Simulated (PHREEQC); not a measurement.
A solution holds 0.003 mol ZnSO4, 0.0018 mol H3BO3 and 0.084 mol H2SO4 per kg of water, at 61 °C. Closed to the air; pH follows from the charge balance.

The numbers come from PHREEQC with the ion-association model, wateq4f.dat.

```
quantity                   before    after
------------------------  -------  -------
pH                           1.13     5.97
ionic strength (mol/kgw)    0.108    0.223
HSO4- (mol/kgw)            0.0764  6.22e-6
SO4-2 (mol/kgw)           0.00973   0.0680
```

Q: What was changed between the two runs?
A. temperature from 61 to 15 °C
B. H2SO4 replaced by Na2SO4 at the same molality
C. temperature from 61 to 60 °C
D. 0.018 mol/kgw HNO3 added
E. ZnSO4 replaced by CuSO4 at the same molality

A: B, H2SO4 replaced by Na2SO4 at the same molality

No solid was allowed to form. At this temperature some constants are extrapolated from 25 °C, and those without enthalpy data are left unchanged.
